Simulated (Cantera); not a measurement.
Input: 1 mol Cr, 0.17 mol N2O, 70 mol N2, equilibrated at 300 Pa.

Method: chemical equilibrium by Gibbs-energy minimisation in Cantera with the NASA 1993 tables (ideal gas, pure condensed phases). Candidate condensed phases: Cr, CrN, Cr2N, Cr2O3; 14 gas species. Mutual solubility and eutectic melting of coexisting phases are not modelled. The numbers say what is thermodynamically allowed, not how fast it happens.

Which condensed phases are stable at each of these points (T (°C)): 502, 602, 702, 802, 902, 1002, 1102, 1202, 1302, 1402, 1502, 1602, 1702, 1802?


```tsv
T (°C)	condensed phases	Cr condensed (%)
502	CrN(s) + Cr2O3(s)	100.0
602	CrN(s) + Cr2O3(s)	100.0
702	CrN(s) + Cr2O3(s)	100.0
802	Cr2N(s) + Cr2O3(s)	100.0
902	Cr2N(s) + Cr2O3(s)	100.0
1002	Cr2N(s) + Cr2O3(s)	100.0
1102	Cr(s) + Cr2O3(s)	99.9
1202	Cr(s) + Cr2O3(s)	99.2
1302	Cr(s) + Cr2O3(s)	94.3
1402	Cr(s) + Cr2O3(s)	67.2
1502	Cr2O3(s)	11.1
1602	Cr2O3(s)	10.2
1702	Cr2O3(s)	6.7
1802	gas only	0.0
```

From 502 °C to 702 °C the condensed part is CrN(s) + Cr2O3(s). From 802 °C to 1002 °C the condensed part is Cr2N(s) + Cr2O3(s). From 1102 °C to 1402 °C the condensed part is Cr(s) + Cr2O3(s). From 1502 °C to 1702 °C the condensed part is Cr2O3(s). At 1802 °C nothing is condensed.
